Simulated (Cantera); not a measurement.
Input: 1 mol MgO, 3.2 mol Cl2, 0.6 mol N2, equilibrated at 0.133 bar.

Equilibrium computed with Cantera from the NASA thermochemical tables; the gas is ideal and each condensed phase is pure. Candidate condensed phases: Mg, MgCl2, MgO; 18 gas species. Kinetics and transport are ignored.

### Question
At 1277 °C, list the 5 most abundant gas species with their mole fractions, and the condensed phases.

### Answer
Cl2 0.405, MgCl2 0.216, Cl 0.141, N2 0.129, O2 0.108. Condensed: gas only.
